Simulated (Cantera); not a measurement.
Input: 1 mol BN, a varied amount of H2O, at 1873 K and 0.320 bar.

Method: chemical equilibrium by Gibbs-energy minimisation in Cantera with the NASA 1993 tables (ideal gas, pure condensed phases). Candidate condensed phases: B, BN, B2O3, B3O3H3, H2O; 39 gas species. Mutual solubility and eutectic melting of coexisting phases are not modelled. The numbers say what is thermodynamically allowed, not how fast it happens.

**Question.** Which condensed phases are stable at each of these points (n(H2O) (mol)): 1.1, 1.8, 2.4, 3.1, 3.8, 4.5, 5.2, 5.9?

**Answer.** 
```
n(H2O) (mol)  condensed phases  B condensed (%)
------------  ----------------  ---------------
1.1            BN(s) + B2O3(l)             80.7
1.8                    B2O3(l)             50.0
2.4                    B2O3(l)              3.0
3.1                   gas only              0.0
3.8                   gas only              0.0
4.5                   gas only              0.0
5.2                   gas only              0.0
5.9                   gas only              0.0
```

At 1.1 mol H2O the condensed part is BN(s) + B2O3(l). From 1.8 mol H2O to 2.4 mol H2O the condensed part is B2O3(l). From 3.1 mol H2O to 5.9 mol H2O nothing is condensed.
